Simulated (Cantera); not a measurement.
What does this Cantera script print?

```python
import numpy as np
import cantera as ct

gas_names = [...]  # 127 gases of nasa_gas.yaml made of C, Fe, H, O, S
cond_names = """
    C(gr) C6H6(L) C7H8(L) C8H18(L),n-octa Fe(a) Fe(c) Fe(d) Fe(L) FeC5O5(L) FeO(s) FeO(L) Fe(OH)2(s)
    Fe(OH)3(s) FeS(a) FeS(b) FeS(c) FeS(L) FeSO4(s) FeS2(s) Fe2O3(s) Fe2S3O12(s) Fe3O4(s) H2O(s) H2O(L)
    H2SO4(L) S(cr1) S(cr2) S(L)
""".split()


# ... load() reads the species with a 1 bar reference pressure and builds the phases ...
atoms = {
    'Fe2O3': {'Fe': 2, 'O': 3},
    'SO3': {'S': 1, 'O': 3},
    'CO2': {'C': 1, 'O': 2},
    'H2S': {'H': 2, 'S': 1},
}
top_T = {'C(gr)': 4500, 'FeSO4(s)': 950, 'FeS2(s)': 1010, 'Fe2O3(s)': 1830, 'Fe2S3O12(s)': 1100, 'Fe3O4(s)': 1870}  # K; cautious upper limits of use, not melting points


# ... equilibrate(T, P, feed) seeds the gas with the atoms and calls Mixture.equilibrate('TP', solver="vcs", rtol=1e-11, max_steps=5000) ...
results = []
feed = {'Fe2O3': 1, 'SO3': 0.45, 'CO2': 2.9, 'H2S': 0.53}  # mol
T = 1675  # K
P = 101325  # Pa
mix = equilibrate(T, P, feed)
results.append((T, P, feed, dict(zip(mix.species_names, mix.species_moles))))
x = sorted(zip(gas.X, gas.species_names), reverse=True)
print(f"T = {T:g} K  P = {P:g} Pa  gas = {mix.phase_moles(0):.4g} mol")
print("   x: " + "  ".join(f"{s} {v:.3e}" for v, s in x if v > 1e-06))
print("   condensed (mol): " + ("  ".join(f"{mix.phase(i).name} {mix.phase_moles(i):.4g}"
      for i in range(1, mix.n_phases) if mix.phase_moles(i) > 1e-12) or "none"))
```

Result:

```
T = 1675 K  P = 101325 Pa  gas = 4.41 mol
   x: CO2 6.287e-01  SO2 2.212e-01  H2O 1.185e-01  CO 2.894e-02  H2 1.646e-03  SO 8.770e-04  S2 3.865e-05  H2S 1.751e-05  OH 1.630e-05  S2O 1.118e-05  COS 1.054e-05  Fe(OH)2 7.993e-06  SH 7.605e-06  H 4.679e-06  SO3 4.137e-06  S 1.551e-06  O2 1.217e-06
   condensed (mol): FeO(L) 2
```

Method: chemical equilibrium by Gibbs-energy minimisation in Cantera with the NASA 1993 tables (ideal gas, pure condensed phases). The tables' stoichiometric FeO is somewhat more stable than real wüstite, so its field is too wide. FeO: taken at fixed stoichiometry.
